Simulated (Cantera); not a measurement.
Input (Python, Cantera) and output of one run.

```python
import numpy as np
import cantera as ct

gas_names = [...]  # 87 gases of nasa_gas.yaml made of C, H, Si
cond_names = """
    C(gr) C6H6(L) C7H8(L) C8H18(L),n-octa Si(cr) Si(L) SiC(b)
""".split()


# ... load() reads the species with a 1 bar reference pressure and builds the phases ...
atoms = {
    'SiH4': {'Si': 1, 'H': 4},
    'C3H8': {'C': 3, 'H': 8},
    'H2': {'H': 2},
}
top_T = {'C(gr)': 4500, 'SiC(b)': 3050}  # K; cautious upper limits of use, not melting points


# ... equilibrate(T, P, feed) seeds the gas with the atoms and calls Mixture.equilibrate('TP', solver="vcs", rtol=1e-11, max_steps=5000) ...
results = []
feed = {'SiH4': 1, 'C3H8': 0.013, 'H2': 1.4}  # mol
T = 2023  # K
P = 61000  # Pa
mix = equilibrate(T, P, feed)
results.append((T, P, feed, dict(zip(mix.species_names, mix.species_moles))))
x = sorted(zip(gas.X, gas.species_names), reverse=True)
print(f"T = {T:g} K  P = {P:g} Pa  gas = {mix.phase_moles(0):.4g} mol")
print("   x: " + "  ".join(f"{s} {v:.3e}" for v, s in x if v > 1e-06))
print("   condensed (mol): " + ("  ".join(f"{mix.phase(i).name} {mix.phase_moles(i):.4g}"
      for i in range(1, mix.n_phases) if mix.phase_moles(i) > 1e-12) or "none"))
```

Output:

```
T = 2023 K  P = 61000 Pa  gas = 3.457 mol
   x: H2 9.973e-01  H 2.428e-03  SiH2 1.205e-04  Si 9.327e-05  SiH 4.679e-05  CH4 1.446e-05  C2H2,acetylene 3.169e-06  Si2C 2.814e-06  Si2 1.021e-06
   condensed (mol): Si(L) 0.9602  SiC(b) 0.03892
```

Method: chemical equilibrium by Gibbs-energy minimisation in Cantera with the NASA 1993 tables (ideal gas, pure condensed phases). Mutual solubility and eutectic melting of coexisting phases are not modelled. Gases not in the tables: Si2H6 and higher silanes.
